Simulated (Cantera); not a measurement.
An adiabatic, constant-pressure homogeneous reactor starts with CH₄ : H₂ : O₂ : N₂ = 1 : 0.08 : 1.7 : 6.39 (molar parts), equivalence ratio 1.2, at 1575 K and 1800000 Pa. Integrator tolerance rtol = 1e-08.

Model: GRI-Mech 3.0 (53 species, 325 reactions), integrated in Cantera. The pressure lies above the range GRI-Mech 3.0 was tuned for (to about 10 atm). Above 3000 K some thermodynamic fits are extrapolated.

Q: What does this change do: CH4 1 to 0.45 parts?

A: 
```csv
quantity,before,after
time of steepest temperature rise,45.8 µs,27.7 µs
temperature at 0.300 s,2989 K,2603 K
equilibrium temperature,2989 K,2603 K
x(CH₄) at 0.300 s,1.69e-12 (gas-phase equilibrium 2.02e-12),<1e-12 (gas-phase equilibrium <1e-12)
x(H₂) at 0.300 s,0.0301 (gas-phase equilibrium 0.0301),0.000879 (gas-phase equilibrium 0.000879)
x(O₂) at 0.300 s,0.00361 (gas-phase equilibrium 0.00361),0.0791 (gas-phase equilibrium 0.0791)
x(C₂H₂) at 0.300 s,<1e-12 (gas-phase equilibrium <1e-12),<1e-12 (gas-phase equilibrium <1e-12)
x(C₂H) at 0.300 s,<1e-12 (gas-phase equilibrium <1e-12),<1e-12 (gas-phase equilibrium <1e-12)
x(HCO) at 0.300 s,5.06e-7 (gas-phase equilibrium 5.06e-7),1.56e-9 (gas-phase equilibrium 1.56e-9)
x(H) at 0.300 s,0.00630 (gas-phase equilibrium 0.00630),0.000273 (gas-phase equilibrium 0.000273)
```
